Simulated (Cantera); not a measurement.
What does this Cantera script print?

```python
import numpy as np
import cantera as ct

gas = ct.Solution("gri30.yaml")
gas.TPX = 1525, 64, {'C2H6': 1, 'N2': 27}
inlet = ct.Reservoir(gas, clone=True)

reactor = ct.IdealGasConstPressureReactor(gas, energy="off", clone=False)
exhaust = ct.Reservoir(gas, clone=True)
tau = [12, 5.3, 2.4, 1.1, 0.49, 0.22, 0.1, 0.046, 0.021, 0.0094, 0.0042][0]
for a, b in ((inlet, reactor), (reactor, exhaust)):
    ct.MassFlowController(a, b, mdot=lambda t: reactor.mass / tau)
net = ct.ReactorNet([reactor])
show = ['C2H6', 'C2H4', 'HCN', 'CH3', 'CH2']

rows = []
print(f"{'tau/s':>10s}{'T/K':>9s}" + "".join(f"{s:>11s}" for s in show))
for tau in [12, 5.3, 2.4, 1.1, 0.49, 0.22, 0.1, 0.046, 0.021, 0.0094, 0.0042]:
    net.initial_time = 0.0
    net.advance(30 * tau)
    before = gas.X
    net.advance(40 * tau)
    drift = np.max(np.abs(gas.X - before) / (gas.X + 1e-9))
    rows.append([gas.T, *gas[show].X, drift])
    print(f"{tau:10.3e}{gas.T:9.1f}" + "".join(f"{x:11.3e}" for x in gas[show].X))
```

Output:

```
     tau/s      T/K       C2H6       C2H4        HCN        CH3        CH2
 1.200e+01   1525.0  1.071e-04  5.838e-04  1.804e-05  7.036e-04  2.563e-06
 5.300e+00   1525.0  2.323e-04  1.173e-03  1.207e-05  1.040e-03  3.660e-06
 2.400e+00   1525.0  4.883e-04  2.222e-03  8.149e-06  1.513e-03  5.075e-06
 1.100e+00   1525.0  1.007e-03  3.962e-03  5.518e-06  2.178e-03  6.854e-06
 4.900e-01   1525.0  2.117e-03  6.671e-03  3.660e-06  3.157e-03  9.087e-06
 2.200e-01   1525.0  4.361e-03  9.885e-03  2.388e-06  4.470e-03  1.145e-05
 1.000e-01   1525.0  8.631e-03  1.202e-02  1.475e-06  5.934e-03  1.317e-05
 4.600e-02   1525.0  1.573e-02  1.077e-02  8.002e-07  6.777e-03  1.282e-05
 2.100e-02   1525.0  2.466e-02  6.010e-03  3.327e-07  5.900e-03  9.414e-06
 9.400e-03   1525.0  3.139e-02  1.816e-03  8.078e-08  3.690e-03  4.546e-06
 4.200e-03   1525.0  3.428e-02  2.925e-04  5.647e-09  1.904e-03  1.277e-06
```

Detailed kinetics in Cantera: GRI-Mech 3.0 (53 species, 325 reactions). GRI-Mech 3.0 stops at C3 and has no aromatics, soot or wall deposition, so with more carbon than oxygen in the feed, carbon stays in small species such as C2H2 where larger ones or solid carbon would form. Radical loss at walls, strong at low pressure, is not modelled.
